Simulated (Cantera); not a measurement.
A closed system holds: 1 mol Si, 0.026 mol O2, 1.6 mol H2, 0.16 mol HF, equilibrated at 1.00 bar.

Cantera equilibrium calculation (NASA polynomials, part measured and part estimated; ideal gas, pure solids and liquids). Candidate condensed phases: H2O, Si, SiO2; 38 gas species. Each liquid is taken as pure. Mutual solubility and eutectic melting of coexisting phases are not modelled. The tables' values for SiF2, SiF3, SiF are old estimates; treat these amounts as uncertain. The tables hold silica as quartz up to 1696 K and as liquid above; real silica turns to tridymite and cristobalite and melts near 1996 K. Gases not in the tables: Si2H6 and higher silanes. The numbers say what is thermodynamically allowed, not how fast it happens.

x: gas mole fraction; n: condensed amount in mol.

| T (°C) | x H2 | x SiO | x SiF4 | x HF | x SiF2 | x SiF3 | x SiHF3 | n Si(s) | n SiO2(β-quartz) | n Si(l) | n SiO2(condensed) |
|---|---|---|---|---|---|---|---|---|---|---|---|
| 677 | 0.975 | 5.77e-11 | 0.0192 | 3.46e-6 | 2.97e-8 | 1.48e-5 | 0.00494 | 0.931 | 0.0260 | 0 | 0 |
| 877 | 0.975 | ? | 0.0185 | ? | 3.30e-6 | 0.000220 | 0.00557 | 0.931 | 0.0260 | 0 | 0 |
| 1077 | 0.974 | ? | 0.0172 | ? | 8.65e-5 | 0.00140 | 0.00586 | 0.930 | 0.0260 | 0 | 0 |
| 1277 | 0.971 | 0.00125 | 0.0141 | 0.00175 | 0.000887 | 0.00489 | 0.00544 | 0.928 | 0.0249 | 0 | 0 |
| 1477 | 0.944 | 0.0234 | 0.00874 | 0.00488 | 0.00420 | 0.00969 | 0.00386 | 0 | 0 | 0.905 | 0.00524 |
| 1677 | 0.931 | 0.0290 | 0.00403 | 0.0106 | 0.0103 | 0.0116 | 0.00206 | 0 | 0 | 0.897 | 0 |
| 1877 | 0.920 | 0.0288 | 0.00135 | 0.0178 | 0.0168 | 0.00941 | 0.000875 | 0 | 0 | 0.894 | 0 |

Complete the blanks.


- 877, x SiO: 1.19e-7
- 877, x HF: 5.89e-5
- 1077, x SiO: 2.47e-5
- 1077, x HF: 0.000424
